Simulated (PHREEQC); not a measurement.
Synthetic water in mmol/kgw, 75 °C, pH 7.53, pe 12.9:

```tsv
constituent	mmol/kgw
Na	119
K	9.7
Ca	42.8
Mg	11.4
Cl	134
S(6)	8.24
Alkalinity (meq/kgw)	0.125
Li	0.0505
Zn	0.404
Si	0.0896
O(0) (counted as O atoms)	0.52
Br	0.455
```

Cl is adjusted to close the charge balance.
Valence states are taken as typed.

Computed with PHREEQC (ion-association model, phreeqc.dat).

```json
{
 "ionic_strength": "0.284 mol/kgw",
 "activity_of_water": "0.993",
 "specific_conductance": "49600 µS/cm",
 "density": "0.985 g/cm³"
}
```

| species | molality | activity | log γ |
|---|---|---|---|
| Cl- | 0.221 | 0.147 | -0.177 |
| Na+ | 0.118 | 0.0837 | -0.150 |
| Ca+2 | 0.0407 | 0.0105 | -0.587 |
| Mg+2 | 0.00980 | 0.00277 | -0.548 |
| K+ | 0.00959 | 0.00633 | -0.180 |
| SO4-2 | 0.00379 | 0.000858 | -0.645 |
| CaSO4 | 0.00208 | 0.00222 | 0.028 |
| MgSO4 | 0.00158 | 0.00168 | 0.028 |
| NaSO4- | 0.000671 | 0.000472 | -0.153 |
| Br- | 0.000455 | 0.000290 | -0.195 |
| O2 | 0.000260 | 0.000278 | 0.028 |
| Zn+2 | 0.000164 | 3.80e-5 | -0.634 |
| ZnCl+ | 0.000148 | 9.92e-5 | -0.175 |
| KSO4- | 0.000115 | 8.05e-5 | -0.153 |
| H4SiO4 | 8.71e-5 | 9.30e-5 | 0.028 |

This is a speciation only: nothing precipitates in the calculation. At this temperature some constants are extrapolated from 25 °C, and those without enthalpy data are left unchanged.
